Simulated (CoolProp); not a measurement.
The fluid at 298.15 K and 0.0218 MPa flows at 0.11 m/s in a round tube of 100 mm bore and 1.5 µm roughness, fully developed (64/Re and Nu = 3.66 if laminar; Colebrook and Gnielinski if turbulent). The same conditions are run with several fluids, on thermodynamics alone (safety and materials aside).

Computed with CoolProp (reference Helmholtz-energy equation of state of each fluid (n-pentane: Thol 2019; C2F6 (R116): Lemmon 2006; propane: Lemmon 2009; R236EA: Rui 2013; sulfur hexafluoride: Guder 2009)).

| fluid | Reynolds number | Darcy friction factor | pressure drop (Pa/m) | heat-transfer coefficient (W/(m² K)) | mass flow (kg/h) |
|---|---|---|---|---|---|
| n-pentane | (withheld) | (withheld) | 0.00238 | 0.529 | 1.99 |
| C2F6 (R116) | (withheld) | 0.0676 | 0.00497 | 0.541 | 3.78 |
| propane | 525 | 0.122 | 0.00287 | 0.670 | 1.21 |
| R236EA | (withheld) | (withheld) | 0.00386 | 0.527 | 4.19 |
| sulfur hexafluoride | 931 | 0.0687 | (withheld) | (withheld) | 4.00 |

Problem. Fill in the missing entries.

Solution. 
- n-pentane, Reynolds number: 1040
- n-pentane, Darcy friction factor: 0.0613
- C2F6 (R116), Reynolds number: 947
- R236EA, Reynolds number: 1350
- R236EA, Darcy friction factor: 0.0473
- sulfur hexafluoride, pressure drop (Pa/m): 0.00535
- sulfur hexafluoride, heat-transfer coefficient (W/(m² K)): 0.474

Transport values come from each fluid's own correlations; those of n-pentane, C2F6 (R116), R236EA are estimates that may be off by 10 % or more.
